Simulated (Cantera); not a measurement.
An adiabatic, constant-pressure homogeneous reactor starts with CO : H2 : CH4 : O2 : N2 = 1 : 0.1 : 0.06 : 0.353 : 3.31 (molar parts), equivalence ratio 1.9, at 1473 K and 1.00 atm. Integrator tolerance rtol = 1e-08.

Detailed kinetics in Cantera: GRI-Mech 3.0 (53 species, 325 reactions).

Task: What does this change do: pressure from 1.00 atm to 8.78 atm?

Result: 
```csv
quantity,before,after
time of steepest temperature rise,0.104 ms,21.8 µs
temperature at 0.800 s,2430 K,2453 K
equilibrium temperature,2430 K,2453 K
x(CO) at 0.800 s,0.131 (gas-phase equilibrium 0.131),0.130 (gas-phase equilibrium 0.130)
x(H2) at 0.800 s,0.00835 (gas-phase equilibrium 0.00835),0.00832 (gas-phase equilibrium 0.00832)
x(CH4) at 0.800 s,<1e-12 (gas-phase equilibrium <1e-12),<1e-12 (gas-phase equilibrium <1e-12)
x(HCO) at 0.800 s,3.51e-8 (gas-phase equilibrium 3.51e-8),1.11e-7 (gas-phase equilibrium 1.11e-7)
x(CO2) at 0.800 s,0.0993 (gas-phase equilibrium 0.0993),0.101 (gas-phase equilibrium 0.101)
x(HO2) at 0.800 s,6.17e-8 (gas-phase equilibrium 6.17e-8),2.81e-8 (gas-phase equilibrium 2.81e-8)
x(C2H2) at 0.800 s,<1e-12 (gas-phase equilibrium <1e-12),<1e-12 (gas-phase equilibrium <1e-12)
```

Task: What does this change do: pressure from 1.00 atm to 1.88 atm?

Result: 
```tsv
quantity	before	after
time of steepest temperature rise	0.104 ms	61.2 µs
temperature at 0.800 s	2430 K	2439 K
equilibrium temperature	2430 K	2439 K
x(CO) at 0.800 s	0.131 (gas-phase equilibrium 0.131)	0.131 (gas-phase equilibrium 0.131)
x(H2) at 0.800 s	0.00835 (gas-phase equilibrium 0.00835)	0.00833 (gas-phase equilibrium 0.00833)
x(CH4) at 0.800 s	<1e-12 (gas-phase equilibrium <1e-12)	<1e-12 (gas-phase equilibrium <1e-12)
x(HCO) at 0.800 s	3.51e-8 (gas-phase equilibrium 3.51e-8)	4.92e-8 (gas-phase equilibrium 4.92e-8)
x(CO2) at 0.800 s	0.0993 (gas-phase equilibrium 0.0993)	0.0999 (gas-phase equilibrium 0.0999)
x(HO2) at 0.800 s	6.17e-8 (gas-phase equilibrium 6.17e-8)	5.08e-8 (gas-phase equilibrium 5.08e-8)
x(C2H2) at 0.800 s	<1e-12 (gas-phase equilibrium <1e-12)	<1e-12 (gas-phase equilibrium <1e-12)
```
